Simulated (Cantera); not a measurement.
An adiabatic, constant-pressure homogeneous reactor starts with CH₄ : CO : O₂ : N₂ : H₂O = 1 : 0.52 : 2.05 : 7.73 : 0.72 (molar parts), equivalence ratio 1.1, at 1175 K and 100000 Pa.

Detailed kinetics in Cantera: GRI-Mech 3.0 (53 species, 325 reactions).

### Question
Predict: time of steepest temperature rise; temperature at 2.00 s; equilibrium temperature; x(CO) at 2.00 s; x(O₂) at 2.00 s.

### Answer
```json
{
 "time_of_steepest_temperature_rise": "0.105 s",
 "temperature at 2.00 s": "2571 K",
 "equilibrium_temperature": "2571 K",
 "x(CO) at 2.00 s": "0.0449 (gas-phase equilibrium 0.0449)",
 "x(O₂) at 2.00 s": "0.00893 (gas-phase equilibrium 0.00893)"
}
```
